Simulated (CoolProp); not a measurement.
Cyclopentane at several states: fugacity coefficient from the reference equation and from simpler models built on Tc = 238.6 °C, pc = 4583 kPa, ω = 0.202; each cubic takes its own stable root.

Values from CoolProp's reference Helmholtz-energy equation of state, Gedanitz 2015.

```tsv
T (°C)	p (kPa)	phase	reference	Redlich-Kwong	Peng-Robinson
-35.45	26500	liquid	0.0002298	0.0004546	0.0002248
26.25	16800	liquid	0.004886	0.008125	0.004680
124.05	5720	liquid	0.1286	0.1631	0.1278
95.15	11800	liquid	0.04256	0.05845	0.04141
-12.55	2410	liquid	0.003422	0.006098	0.003491
171.75	40.9	gas	0.9951	0.9955	0.9949
```
